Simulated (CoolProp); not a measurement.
Hydrogen chloride at several states: density (kg/m³) from the reference equation and from simpler models built on Tc = 324.7 K, pc = 8314 kPa, ω = 0.130; each cubic takes its own stable root.

The numbers come from the reference Helmholtz-energy equation of state, Thol 2018 in CoolProp.

```json
[
 {"T (K)": "252.1", "p (kPa)": "5320", "phase": "liquid", "reference": "1017"},
 {"T (K)": "646.8", "p (kPa)": "2930", "phase": "gas", "reference": "20.09"},
 {"T (K)": "579", "p (kPa)": "32100", "phase": "supercritical", "reference": "269.9"},
 {"T (K)": "604.9", "p (kPa)": "11.7", "phase": "gas", "reference": "0.08482"},
 {"T (K)": "189.5", "p (kPa)": "13600", "phase": "liquid", "reference": "1199"},
 {"T (K)": "394.3", "p (kPa)": "27300", "phase": "supercritical", "reference": "573.4"}
]
```

How far does each simpler model (van der Waals, Redlich-Kwong, Peng-Robinson) lie from the reference over these 6 states: mean and median of the absolute difference, and the worst?


- van der Waals: mean 17.1 %, median 11.1 %, worst -40.2 % at 252.1 K and 5320 kPa
- Redlich-Kwong: mean 6.8 %, median 6.4 %, worst -15.2 % at 252.1 K and 5320 kPa
- Peng-Robinson: mean 2.7 %, median 1.5 %, worst -10.1 % at 394.3 K and 27300 kPa
